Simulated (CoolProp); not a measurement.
Vapour-liquid equilibrium of methanol (1) + water (2) at 135.65 °C; x and y are mole fractions of (1).

The numbers come from the multi-fluid Helmholtz-energy mixture model, de Reuck 1993 and Wagner 2002; pair parameters Bell 2016 in CoolProp.

```tsv
x	bubble pressure (kPa)	y at the bubble point	dew pressure at overall composition x (kPa)	liquid density (mol/L)
0.05	367.4	[?]	332.4	[?]
0.125	432.7	0.335	354.4	45.13
0.2	492.3	0.455	379.3	[?]
0.275	547.3	0.546	407.4	38.80
0.35	598.5	0.619	439.3	36.10
0.425	646.7	[?]	475.9	33.66
0.5	692.4	0.730	518.0	31.45
0.575	736.5	0.777	566.7	29.43
0.65	779.3	0.819	623.0	27.59
0.725	821.4	0.859	687.4	25.91
0.8	863.2	0.898	759.7	24.36
0.875	905.1	0.936	838.3	22.94
0.95	947.3	0.974	920.5	21.63
```

Question: Some entries are withheld; supply them.

Answer: 
- 0.05, y at the bubble point: 0.165
- 0.05, liquid density (mol/L): 48.87
- 0.2, liquid density (mol/L): 41.79
- 0.425, y at the bubble point: 0.679

No azeotrope shows between x = 0.05 and 0.95.

The pair parameters rest on a limited set of measurements; away from them the model extrapolates.
